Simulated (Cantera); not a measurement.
What does this Cantera script print?

```python
import numpy as np
import cantera as ct

gas_names = """
    AL ALH ALN ALO ALOH ALO2 ALO2H AL2 AL2O AL2O2 H HALO HNO HNO2 HNO3 HO2 H2 H2O H2O2 N NH NH2 NH3
    NH2OH NO NO2 NO3 N2 N2H2 N2H4 N2O O OH O2 O3
""".split()
cond_names = """
    AL(cr) AL(L) ALN(s) AL2O3(a) AL2O3(L) H2O(s) H2O(L)
""".split()


# ... load() reads the species with a 1 bar reference pressure and builds the phases ...
atoms = {
    'Al': {'AL': 1},
    'N2O': {'N': 2, 'O': 1},
    'N2': {'N': 2},
    'H2O': {'H': 2, 'O': 1},
}
top_T = {'ALN(s)': 2750}  # K; cautious upper limits of use, not melting points


# ... equilibrate(T, P, feed) seeds the gas with the atoms and calls Mixture.equilibrate('TP', solver="vcs", rtol=1e-11, max_steps=5000) ...
results = []
feed = {'Al': 1, 'N2O': 28, 'N2': 540, 'H2O': 3.5}  # mol
P = 133.322  # Pa
for T in [1700, 1750, 1800, 1850, 1900, 1950, 2000, 2050, 2100, 2150]:
    mix = equilibrate(T, P, feed)
    results.append((T, P, feed, dict(zip(mix.species_names, mix.species_moles))))
    x = sorted(zip(gas.X, gas.species_names), reverse=True)
    print(f"T = {T:g} K  P = {P:g} Pa  gas = {mix.phase_moles(0):.4g} mol")
    print("   x: " + "  ".join(f"{s} {v:.3e}" for v, s in x if v > 0.0001))
    print("   condensed (mol): " + ("  ".join(f"{mix.phase(i).name} {mix.phase_moles(i):.4g}"
          for i in range(1, mix.n_phases) if mix.phase_moles(i) > 1e-12) or "none"))
```

Result:

```
T = 1700 K  P = 133.322 Pa  gas = 584.9 mol
   x: N2 9.707e-01  O2 2.199e-02  H2O 5.823e-03  NO 1.042e-03  OH 2.612e-04  O 1.816e-04
   condensed (mol): AL2O3(a) 0.5
T = 1750 K  P = 133.322 Pa  gas = 584.9 mol
   x: N2 9.705e-01  O2 2.181e-02  H2O 5.749e-03  NO 1.248e-03  OH 3.600e-04  O 3.026e-04
   condensed (mol): AL2O3(a) 0.5
T = 1800 K  P = 133.322 Pa  gas = 585 mol
   x: N2 9.702e-01  O2 2.159e-02  H2O 5.646e-03  NO 1.479e-03  O 4.897e-04  OH 4.856e-04
   condensed (mol): AL2O3(a) 0.5
T = 1850 K  P = 133.322 Pa  gas = 585.2 mol
   x: N2 9.698e-01  O2 2.131e-02  H2O 5.504e-03  NO 1.733e-03  O 7.709e-04  OH 6.413e-04  H 1.380e-04
   condensed (mol): AL2O3(a) 0.5
T = 1900 K  P = 133.322 Pa  gas = 585.4 mol
   x: N2 9.693e-01  O2 2.096e-02  H2O 5.310e-03  NO 2.009e-03  O 1.183e-03  OH 8.287e-04  H 2.486e-04  H2 1.308e-04
   condensed (mol): AL2O3(a) 0.5
T = 1950 K  P = 133.322 Pa  gas = 585.7 mol
   x: N2 9.687e-01  O2 2.053e-02  H2O 5.048e-03  NO 2.306e-03  O 1.771e-03  OH 1.047e-03  H 4.316e-04  H2 1.890e-04
   condensed (mol): AL2O3(a) 0.4999
T = 2000 K  P = 133.322 Pa  gas = 586.1 mol
   x: N2 9.678e-01  O2 1.999e-02  H2O 4.703e-03  NO 2.619e-03  O 2.591e-03  OH 1.290e-03  H 7.220e-04  H2 2.628e-04
   condensed (mol): AL2O3(a) 0.4998
T = 2050 K  P = 133.322 Pa  gas = 586.7 mol
   x: N2 9.667e-01  O2 1.934e-02  H2O 4.261e-03  O 3.706e-03  NO 2.944e-03  OH 1.546e-03  H 1.162e-03  H2 3.500e-04
   condensed (mol): AL2O3(a) 0.4997
T = 2100 K  P = 133.322 Pa  gas = 587.5 mol
   x: N2 9.652e-01  O2 1.855e-02  O 5.186e-03  H2O 3.718e-03  NO 3.273e-03  H 1.796e-03  OH 1.794e-03  H2 4.432e-04
   condensed (mol): AL2O3(a) 0.4993
T = 2150 K  P = 133.322 Pa  gas = 588.5 mol
   x: N2 9.634e-01  O2 1.760e-02  O 7.099e-03  NO 3.598e-03  H2O 3.088e-03  H 2.655e-03  OH 2.004e-03  H2 5.283e-04
   condensed (mol): AL2O3(a) 0.4986
```

Equilibrium computed with Cantera from the NASA thermochemical tables; the gas is ideal and each condensed phase is pure.
